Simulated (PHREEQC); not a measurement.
1 kg of water holding 17 mmol/kgw KHCO3, 7.7 mmol/kgw K2CO3 and 4.3 mmol/kgw KCl is evaporated at 40 °C; the solids stay in contact with the brine. CO2 is held at log p = -3.4 (atm). Solids allowed: Kalicinite, Sylvite. Others were left out.

Equilibrium calculation in PHREEQC: Pitzer model, pitzer.dat.

```json
[
 {"water left (kg)": "1", "ionic strength": "0.0432", "water activity": "0.999", "K in solution (mol/kgw)": "0.0367", "Cl in solution (mol/kgw)": "0.00430", "C in solution (mol/kgw)": "0.0258"},
 {"water left (kg)": "0.6755", "ionic strength": "0.0659", "water activity": "0.998", "K in solution (mol/kgw)": "0.0543", "Cl in solution (mol/kgw)": "0.00637", "C in solution (mol/kgw)": "0.0363"},
 {"water left (kg)": "0.4563", "ionic strength": "0.100", "water activity": "0.998", "K in solution (mol/kgw)": "0.0804", "Cl in solution (mol/kgw)": "0.00942", "C in solution (mol/kgw)": "0.0511"},
 {"water left (kg)": "0.3083", "ionic strength": "0.152", "water activity": "0.997", "K in solution (mol/kgw)": "0.119", "Cl in solution (mol/kgw)": "0.0139", "C in solution (mol/kgw)": "0.0720"},
 {"water left (kg)": "0.2083", "ionic strength": "0.230", "water activity": "0.995", "K in solution (mol/kgw)": "0.176", "Cl in solution (mol/kgw)": "0.0206", "C in solution (mol/kgw)": "0.102"},
 {"water left (kg)": "0.1407", "ionic strength": "0.346", "water activity": "0.993", "K in solution (mol/kgw)": "0.261", "Cl in solution (mol/kgw)": "0.0306", "C in solution (mol/kgw)": "0.144"},
 {"water left (kg)": "0.09511", "ionic strength": "0.520", "water activity": "0.990", "K in solution (mol/kgw)": "0.386", "Cl in solution (mol/kgw)": "0.0452", "C in solution (mol/kgw)": "0.206"},
 {"water left (kg)": "0.06428", "ionic strength": "0.779", "water activity": "0.986", "K in solution (mol/kgw)": "0.571", "Cl in solution (mol/kgw)": "0.0669", "C in solution (mol/kgw)": "0.295"},
 {"water left (kg)": "0.05287", "ionic strength": "0.953", "water activity": "0.983", "K in solution (mol/kgw)": "0.694", "Cl in solution (mol/kgw)": "0.0813", "C in solution (mol/kgw)": "0.354"},
 {"water left (kg)": "0.03576", "ionic strength": "1.42", "water activity": "0.976", "K in solution (mol/kgw)": "1.03", "Cl in solution (mol/kgw)": "0.120", "C in solution (mol/kgw)": "0.510"},
 {"water left (kg)": "0.0242", "ionic strength": "2.12", "water activity": "0.964", "K in solution (mol/kgw)": "1.52", "Cl in solution (mol/kgw)": "0.178", "C in solution (mol/kgw)": "0.739"},
 {"water left (kg)": "0.0164", "ionic strength": "3.14", "water activity": "0.946", "K in solution (mol/kgw)": "2.24", "Cl in solution (mol/kgw)": "0.262", "C in solution (mol/kgw)": "1.07"},
 {"water left (kg)": "0.01113", "ionic strength": "4.64", "water activity": "0.917", "K in solution (mol/kgw)": "3.30", "Cl in solution (mol/kgw)": "0.386", "C in solution (mol/kgw)": "1.56"},
 {"water left (kg)": "0.007562", "ionic strength": "6.85", "water activity": "0.867", "K in solution (mol/kgw)": "4.85", "Cl in solution (mol/kgw)": "0.569", "C in solution (mol/kgw)": "2.29"},
 {"water left (kg)": "0.005148", "ionic strength": "10.1", "water activity": "0.783", "K in solution (mol/kgw)": "7.13", "Cl in solution (mol/kgw)": "0.835", "C in solution (mol/kgw)": "3.37"}
]
```

Constants without temperature data keep their 25 °C values here.
